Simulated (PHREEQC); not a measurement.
A solution holds 0.00053 mol/kgw Na2SeO4 and 0.00047 mol/kgw NH3, at 25 °C. Closed to the air; pH follows from the charge balance.

Equilibrium calculation in PHREEQC: ion-association model, wateq4f.dat.

This is a speciation only: nothing precipitates in the calculation.

**Question.** Predict the pH, ionic strength.

**Answer.** pH 9.91; ionic strength 0.00168 mol/kgw.

**Question.** In which forms is N present?

**Answer.** NH3 82 %, NH4+ 18 % of the N.
